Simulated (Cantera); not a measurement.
A perfectly stirred reactor is fed with 1.55 % CO, 7.00 % O₂, 0.545 % H₂O, 90.9 % N₂, at 2.60 bar; it is held at 1523 K, and followed from long to short residence time.

Cantera simulation using GRI-Mech 3.0 (53 species, 325 reactions); the numbers are that mechanism's predictions, not measurements.

One state of this run: x CO = 3.47e-5; x O₂ = 0.0628; x H₂O = 0.00548; x N₂O = 6.32e-7; x CO₂ = 0.0155; x H₂ = 3.13e-7; x OH = 3.65e-5. x: mole fraction; the columns are a selection and need not sum to one.

Problem. Which value of τ (s) does it belong to?
A. 0.81
B. 3.6
C. 0.18
D. 1.7

Solution. D, 1.7
